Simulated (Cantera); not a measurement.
Input (Python, Cantera) and output of one run.

```python
import numpy as np
import cantera as ct

gas_names = """
    H H2 N NH NH2 NH3 N2 N2H2 N2H4 Si SiH SiH2 SiH3 SiH4 SiN Si2 Si2N Si3
""".split()
cond_names = """
    Si(cr) Si(L) Si3N4(a)
""".split()


# ... load() reads the species with a 1 bar reference pressure and builds the phases ...
atoms = {
    'trisilylamine': {'Si': 3, 'N': 1, 'H': 9},
    'N2': {'N': 2},
    'NH3': {'N': 1, 'H': 3},
}
top_T = {'Si3N4(a)': 2400}  # K; cautious upper limits of use, not melting points


# ... equilibrate(T, P, feed) seeds the gas with the atoms and calls Mixture.equilibrate('TP', solver="vcs", rtol=1e-11, max_steps=5000) ...
results = []
feed = {'trisilylamine': 1, 'N2': 0.45, 'NH3': 13}  # mol
T = 1525  # K
for P in [5, 36, 260, 1900, 14000, 100000]:
    mix = equilibrate(T, P, feed)
    results.append((T, P, feed, dict(zip(mix.species_names, mix.species_moles))))

top = {s: max(r[3][s] / sum(r[3][g] for g in gas_names) for r in results) for s in gas_names}
cols = sorted((s for s in top if top[s] > 0.0001), key=lambda s: -top[s])[:7]
seen = [c for c in cond_names if any(r[3].get(c, 0) > 1e-12 for r in results)]
print("log10 of partial pressures in bar; condensed amounts in mol")
print(f"{'P/Pa':>10s}" + "".join(f"{s[:9]:>10s}" for s in cols + seen))
for T, P, feed, n in results:
    ng = sum(n[g] for g in gas_names)
    print(f"{P:10.4g}" + "".join(f"{np.log10(max(n[s] / ng * P / 1e5, 1e-99)):10.3f}" for s in cols)
          + "".join(f"{n.get(c, 0):10.4g}" for c in seen))
```

Result:

```
log10 of partial pressures in bar; condensed amounts in mol
      P/Pa        H2        N2         H        Si    Si(cr)  Si3N4(a)
         5    -4.420    -4.927    -6.836    -7.724     2.988         0
        36    -3.549    -4.114    -6.400    -7.724     1.608    0.4633
       260    -2.674    -3.318    -5.963    -8.255         0         1
      1900    -1.810    -2.454    -5.531    -8.831         0         1
   1.4e+04    -0.943    -1.587    -5.097    -9.409         0         1
     1e+05    -0.089    -0.733    -4.670    -9.978         0         1
```

These are equilibrium values from Cantera (NASA tables, ideal gas, pure condensed phases), not measurements of a reactor. The feed counts by its element totals alone. Mutual solubility and eutectic melting of coexisting phases are not modelled.
